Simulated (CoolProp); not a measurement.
A simple Rankine cycle with water: condensing at 302.15 K, boiler at 11.6 MPa, turbine inlet 610.4 K, turbine efficiency 0.65, pump efficiency 0.8, no recuperator. Each further row changes one setting.

The numbers come from the reference Helmholtz-energy equation of state, Wagner 2002 in CoolProp.

```
case                             thermal efficiency (%)  net work (kJ/kg)  heat in (kJ/kg)  turbine exit temperature (K)  volume ratio over the turbine
-------------------------------  ----------------------  ----------------  ---------------  ----------------------------  -----------------------------
as stated                                          25.9               690             2660                         302.1                     (withheld)
turbine inlet 630.4 K                              26.2               724             2760                         302.1                           1550
condensing temperature 294.15 K                    26.6        (withheld)             2700                         294.1                           2610
boiler pressure 8.12 MPa                           25.5               717       (withheld)                         302.1                     (withheld)
turbine efficiency 0.55                      (withheld)               582             2660                         302.1                     (withheld)
```

Problem. Complete the blanks.

Solution. 
- as stated, volume ratio over the turbine: 1670
- condensing temperature 294.15 K, net work (kJ/kg): 718
- boiler pressure 8.12 MPa, heat in (kJ/kg): 2810
- boiler pressure 8.12 MPa, volume ratio over the turbine: 1060
- turbine efficiency 0.55, thermal efficiency (%): 21.9
- turbine efficiency 0.55, volume ratio over the turbine: 1760

The expansion ends wet for: as stated; turbine inlet 630.4 K; condensing temperature 294.15 K; boiler pressure 8.12 MPa; turbine efficiency 0.55.
